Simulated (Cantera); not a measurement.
# Premixed flame

A freely propagating, adiabatic, planar premixed flame of 6.83 % CH4, 0.751 % C2H6, 19.4 % O2, 73.0 % N2, equivalence ratio 0.84, unburnt at 300 K and 1.00 bar; mixture-averaged transport, grid criteria slope 0.08 and curve 0.16, no radiation.

Model: GRI-Mech 3.0 (53 species, 325 reactions), integrated in Cantera. Burning velocities carry a grid error of a few per cent, more on coarse grids.

| z (mm) | T (K) | u (m/s) | x CH4 | x C2H6 | x O2 | x NO | x H | x HCO |
|---|---|---|---|---|---|---|---|---|
| -1.47 | 300 | 0.312 | 0.0682 | 0.00751 | 0.194 | <1e-8 | <1e-8 | <1e-8 |
| -0.981 | 301 | 0.314 | 0.0681 | 0.00750 | 0.194 | <1e-8 | <1e-8 | <1e-8 |
| -0.736 | 308 | 0.321 | 0.0677 | 0.00748 | 0.193 | <1e-8 | <1e-8 | <1e-8 |
| -0.491 | 372 | 0.389 | 0.0646 | 0.00734 | 0.188 | 3.02e-8 | <1e-8 | <1e-8 |
| -0.245 | 798 | 0.845 | 0.0453 | 0.00533 | 0.154 | 9.02e-7 | 1.38e-5 | 1.04e-7 |
| -0.123 | 1210 | 1.29 | 0.0254 | 0.00244 | 0.116 | 2.39e-6 | 0.000244 | 4.44e-6 |
| 0 | 1591 | 1.70 | 0.00581 | 0.000142 | 0.0724 | 4.49e-6 | 0.00166 | 2.70e-5 |
| 0.123 | 1741 | 1.86 | 0.000315 | 2.19e-7 | 0.0499 | 6.94e-6 | 0.00323 | 6.05e-6 |
| 0.245 | 1796 | 1.91 | 9.23e-6 | <1e-8 | 0.0429 | 8.67e-6 | 0.00349 | 2.58e-7 |
| 0.491 | 1864 | 1.97 | 1.24e-8 | <1e-8 | 0.0385 | 1.10e-5 | 0.00279 | 1.20e-8 |
| 0.981 | 1938 | 2.04 | <1e-8 | <1e-8 | 0.0355 | 1.42e-5 | 0.00156 | <1e-8 |
| 1.96 | 2000 | 2.10 | <1e-8 | <1e-8 | 0.0333 | 1.85e-5 | 0.000640 | <1e-8 |
| 3.93 | 2040 | 2.14 | <1e-8 | <1e-8 | 0.0319 | 2.36e-5 | 0.000221 | <1e-8 |
x: mole fraction of selected species; z is measured from the peak of heat release.

```yaml
laminar_burning_velocity: 31.2 cm/s
thermal_thickness: 0.491 mm
peak x(H): 0.00351
peak x(HCO): 2.72e-5
grid_points: 137
```
